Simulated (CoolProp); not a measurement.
Vapour-liquid equilibrium of benzene (1) + ethylbenzene (2) at 501.3 K; x and y are mole fractions of (1).

Computed with CoolProp (multi-fluid Helmholtz-energy mixture model, Thol 2012 and Zhou 2012; pair parameters Bell 2016).

Give the bubble pressure and the first vapour's composition at x = 0.5, 0.575, 0.875. Is there an azeotrope?

x = 0.5: 1.349 MPa, y = 0.694; x = 0.575: 1.462 MPa, y = 0.755; x = 0.875: 1.969 MPa, y = 0.942. No azeotrope shows between x = 0.05 and 0.95.

Pair parameters are fitted to limited data, so mixtures are less certain than the pure fluids.
